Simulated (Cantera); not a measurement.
An adiabatic, constant-pressure homogeneous reactor starts with 11.2 % H₂, 9.36 % O₂, 77.7 % N₂, 1.68 % H₂O, at 1323 K and 4.60 bar.

Cantera simulation using the H2/O2 subset of GRI-Mech 3.0, which has no nitrogen chemistry; the numbers are that mechanism's predictions, not measurements. The hydrogen kinetics of GRI-Mech 3.0 are dated; newer H2 mechanisms differ, most at raised pressure.

One state of this run: T (K) = 2108; x H₂ = 0.000217; x O₂ = 0.0392; x H = 2.43e-5; x H₂O = 0.136; x H₂O₂ = 1.54e-7; x OH = 0.00184. x: mole fraction; the columns are a selection and need not sum to one.

**Question.** Which value of t (s) does it belong to?
A. 0.000197
B. 6.25e-5
C. 6.30e-6
D. 2.00e-6

**Answer.** A, 0.000197
